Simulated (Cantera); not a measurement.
Pb + CO + H2 (iron carbonyl, mercury and lead vapours)

Feed: 1 mol Pb, 0.13 mol CO, 31 mol H2, equilibrated at 1 atm.

These are equilibrium values from Cantera (NASA tables, ideal gas, pure condensed phases), not measurements of a reactor. Candidate condensed phases: C, C6H6, C7H8, C8H18, H2O, Pb, PbO, PbO2, Pb3O4; 113 gas species. Equilibrium is a limit: real reactors are often held back by kinetics, nucleation or transport.

From 773 K to 1423 K the condensed part is Pb(l). The main Pb-bearing gas is Pb throughout.

```
T (K)   x H2      x Pb     x CH4     x H2O      x CO       x H    x CO2     x Pb2  n Pb(l)
-----  -----  --------  --------  --------  --------  --------  -------  --------  -------
773    0.992   2.28e-8   0.00421   0.00421   1.76e-7    <1e-12  3.82e-9    <1e-12    1.000
823    0.992   1.33e-7   0.00421   0.00421   1.43e-6  7.26e-12  2.20e-8    <1e-12    1.000
873    0.992   6.28e-7   0.00420   0.00420   9.24e-6  4.63e-11  1.04e-7    <1e-12    1.000
923    0.992   2.50e-6   0.00416   0.00416   4.82e-5  2.42e-10  4.13e-7  2.25e-12    1.000
973    0.992   8.63e-6   0.00401   0.00401  0.000201   1.07e-9  1.31e-6  1.79e-11    1.000
1023   0.992   2.63e-5   0.00358   0.00358  0.000622   4.10e-9  2.93e-6  1.16e-10    0.999
1073   0.993   7.21e-5   0.00285   0.00284   0.00135   1.39e-8  4.18e-6  6.26e-10    0.998
1123   0.994  0.000180   0.00205   0.00204   0.00214   4.22e-8  4.03e-6   2.90e-9    0.994
1173   0.994  0.000416   0.00139   0.00139   0.00279   1.17e-7  3.07e-6   1.17e-8    0.987
1223   0.994  0.000896  0.000936  0.000934   0.00324   2.98e-7  2.09e-6   4.20e-8    0.972
1273   0.993   0.00181  0.000632  0.000630   0.00354   7.06e-7  1.36e-6   1.36e-7    0.944
1323   0.992   0.00347  0.000432  0.000431   0.00373   1.57e-6  8.75e-7   4.01e-7    0.892
1373   0.989   0.00633  0.000301  0.000300   0.00385   3.29e-6  5.67e-7   1.09e-6    0.802
1423   0.985    0.0111  0.000213  0.000212   0.00392   6.55e-6  3.73e-7   2.76e-6    0.652
```
x: gas mole fraction; n: condensed amount in mol.
